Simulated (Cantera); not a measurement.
What does this Cantera script print?

```python
import numpy as np
import cantera as ct

gas = ct.Solution("gri30.yaml")
gas.TPX = 1148, 1000000, {'CO': 0.0044, 'O2': 0.017, 'H2O': 0.017, 'N2': 1}
reactor = ct.IdealGasConstPressureReactor(gas, energy="off", clone=False)
net = ct.ReactorNet([reactor])
net.rtol, net.atol = 1e-08, 1e-18
show = ['CO', 'O2', 'H2O', 'NO2', 'H', 'OH', 'O']
times = np.geomspace(0.0003, 5, 14)

steps = ct.SolutionArray(gas, extra=["t"])
rows = []
print(f"{'t/s':>10s}{'T/K':>9s}{'P/Pa':>11s}" + "".join(f"{s:>11s}" for s in show))
for t in times:
    while net.time < t:
        t_next = net.step()
        steps.append(gas.state, t=t_next)
    rows.append([np.interp(t, steps.t, y) for y in (steps.T, steps.P, *steps(*show).X.T)])
    print(f"{t:10.3e}{rows[-1][0]:9.1f}{rows[-1][1]:11.4g}" + "".join(f"{x:11.3e}" for x in rows[-1][2:]))
rate = np.gradient(steps.T, steps.t)
print("integrator steps:", len(steps.t))
if steps.T.max() > steps.T[0] + 200:
    print(f"time of steepest temperature rise: {steps.t[rate.argmax()]:.4e} s")
gas.TPX = 1148, 1000000, {'CO': 0.0044, 'O2': 0.017, 'H2O': 0.017, 'N2': 1}
gas.equilibrate("TP")
print(f"equilibrium (TP): T = {gas.T:.1f} K  " + "  ".join(f"{s} {gas[s].X[0]:.3e}" for s in show))
```

It prints:

```
       t/s      T/K       P/Pa         CO         O2        H2O        NO2          H         OH          O
 3.000e-04   1148.0      1e+06  4.237e-03  1.637e-02  1.637e-02  5.824e-21  9.123e-11  8.639e-10  1.521e-09
 6.337e-04   1148.0      1e+06  4.237e-03  1.637e-02  1.637e-02  1.489e-19  2.145e-10  1.996e-09  2.755e-09
 1.339e-03   1148.0      1e+06  4.237e-03  1.637e-02  1.637e-02  7.530e-18  8.824e-10  8.145e-09  9.285e-09
 2.827e-03   1148.0      1e+06  4.227e-03  1.637e-02  1.637e-02  6.154e-15  1.078e-08  1.018e-07  9.385e-08
 5.972e-03   1148.0      1e+06  4.080e-03  1.629e-02  1.637e-02  2.825e-12  4.163e-08  4.197e-07  2.912e-07
 1.262e-02   1148.0      1e+06  3.710e-03  1.611e-02  1.636e-02  2.296e-11  3.831e-08  4.133e-07  2.680e-07
 2.665e-02   1148.0      1e+06  3.063e-03  1.579e-02  1.637e-02  1.025e-10  3.096e-08  3.889e-07  2.211e-07
 5.629e-02   1148.0      1e+06  2.133e-03  1.534e-02  1.638e-02  3.487e-10  1.983e-08  3.394e-07  1.498e-07
 1.189e-01   1148.0      1e+06  1.155e-03  1.485e-02  1.639e-02  8.752e-10  8.918e-09  2.621e-07  7.397e-08
 2.512e-01   1148.0      1e+06  4.698e-04  1.451e-02  1.640e-02  1.546e-09  2.714e-09  1.760e-07  2.505e-08
 5.305e-01   1148.0      1e+06  1.443e-04  1.435e-02  1.640e-02  2.014e-09  6.349e-10  1.124e-07  6.389e-09
 1.121e+00   1148.0      1e+06  2.951e-05  1.430e-02  1.641e-02  2.080e-09  1.185e-10  7.996e-08  1.295e-09
 2.367e+00   1148.0      1e+06  2.122e-06  1.428e-02  1.641e-02  1.128e-09  9.935e-12  7.766e-08  1.737e-10
 5.000e+00   1148.0      1e+06  1.723e-10  1.428e-02  1.641e-02  4.349e-11  3.122e-13  1.736e-07  3.271e-10
integrator steps: 1236
equilibrium (TP): T = 1148.0 K  CO 5.490e-11  O2 1.426e-02  H2O 1.641e-02  NO2 6.752e-07  H 3.056e-13  OH 1.668e-07  O 3.017e-10
```

Cantera simulation using GRI-Mech 3.0 (53 species, 325 reactions); the numbers are that mechanism's predictions, not measurements.
